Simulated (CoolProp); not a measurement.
The numbers come from the reference Helmholtz-energy equation of state, Eisenbach 2021 in CoolProp.

Problem. For propylene glycol, give the phase and the density (kg/m³), cv (kJ/(kg K)), Joule-Thomson coefficient (K/MPa), expansivity (1/kK) at 322.6 K and 31.4 MPa.

Solution. 
- 322.6 K and 31.4 MPa: liquid; density 1030, cv 2.28, Joule-Thomson coefficient -0.288, expansivity 0.700
